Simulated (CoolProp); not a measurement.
Aqueous propylene glycol as a coolant, 60 % by mass, freezing at -50.0 °C, 1 atm.

Values from CoolProp's Melinder's fits for secondary coolants.

```json
[
 {"T (°C)": "-43.1", "cp (kJ/(kg K))": "3.056", "Prandtl number": "16400", "conductivity (W/(m K))": "0.299", "viscosity (mPa s)": "1610"},
 {"T (°C)": "-36", "cp (kJ/(kg K))": "3.088", "Prandtl number": "7140", "conductivity (W/(m K))": "0.302", "viscosity (mPa s)": "698"},
 {"T (°C)": "-29", "cp (kJ/(kg K))": "3.119", "Prandtl number": "3380", "conductivity (W/(m K))": "0.305", "viscosity (mPa s)": "330"},
 {"T (°C)": "-21.9", "cp (kJ/(kg K))": "3.151", "Prandtl number": "1700", "conductivity (W/(m K))": "0.307", "viscosity (mPa s)": "165"},
 {"T (°C)": "-14.8", "cp (kJ/(kg K))": "3.183", "Prandtl number": "910", "conductivity (W/(m K))": "0.310", "viscosity (mPa s)": "88.6"},
 {"T (°C)": "-7.7", "cp (kJ/(kg K))": "3.215", "Prandtl number": "519", "conductivity (W/(m K))": "?", "viscosity (mPa s)": "50.4"},
 {"T (°C)": "-0.7", "cp (kJ/(kg K))": "3.247", "Prandtl number": "315", "conductivity (W/(m K))": "0.315", "viscosity (mPa s)": "30.6"},
 {"T (°C)": "6.4", "cp (kJ/(kg K))": "3.279", "Prandtl number": "?", "conductivity (W/(m K))": "0.317", "viscosity (mPa s)": "19.4"},
 {"T (°C)": "13.5", "cp (kJ/(kg K))": "3.311", "Prandtl number": "134", "conductivity (W/(m K))": "0.320", "viscosity (mPa s)": "12.9"},
 {"T (°C)": "20.6", "cp (kJ/(kg K))": "3.343", "Prandtl number": "93.5", "conductivity (W/(m K))": "0.322", "viscosity (mPa s)": "?"},
 {"T (°C)": "27.6", "cp (kJ/(kg K))": "3.375", "Prandtl number": "68.3", "conductivity (W/(m K))": "0.325", "viscosity (mPa s)": "6.57"},
 {"T (°C)": "34.7", "cp (kJ/(kg K))": "3.407", "Prandtl number": "51.4", "conductivity (W/(m K))": "0.327", "viscosity (mPa s)": "4.93"}
]
```

Task: Some entries are withheld; supply them.

Result: 
- -7.7, conductivity (W/(m K)): 0.312
- 6.4, Prandtl number: 201
- 20.6, viscosity (mPa s): 9.01
